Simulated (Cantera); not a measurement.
A closed system holds: 1 mol SiF₄, 25 mol NO, 17 mol H₂, 0.2 mol O₃, at 0.00133 bar.

Equilibrium computed with Cantera from the NASA thermochemical tables; the gas is ideal and each condensed phase is pure. Candidate condensed phases: H₂O, Si, SiO₂, Si₂N₂O, Si₃N₄; 58 gas species. The tables hold silica as quartz up to 1696 K and as liquid above; real silica turns to tridymite and cristobalite and melts near 1996 K. Rates play no part.

Which condensed phases are stable at each of these points (T (K)): 1250, 1300, 1350, 1400, 1450, 1500, 1550, 1600, 1650, 1700, 1750, 1800, 1850, 1900?


```
T (K)  condensed phases  Si condensed (%)
-----  ----------------  ----------------
1250     SiO₂(β-quartz)             100.0
1300     SiO₂(β-quartz)             100.0
1350     SiO₂(β-quartz)             100.0
1400     SiO₂(β-quartz)             100.0
1450     SiO₂(β-quartz)             100.0
1500     SiO₂(β-quartz)             100.0
1550     SiO₂(β-quartz)             100.0
1600     SiO₂(β-quartz)             100.0
1650     SiO₂(β-quartz)             100.0
1700    SiO₂(condensed)             100.0
1750    SiO₂(condensed)             100.0
1800    SiO₂(condensed)             100.0
1850    SiO₂(condensed)              99.9
1900    SiO₂(condensed)              99.5
```

From 1250 K to 1650 K the condensed part is SiO₂(β-quartz). From 1700 K to 1900 K the condensed part is SiO₂(condensed).
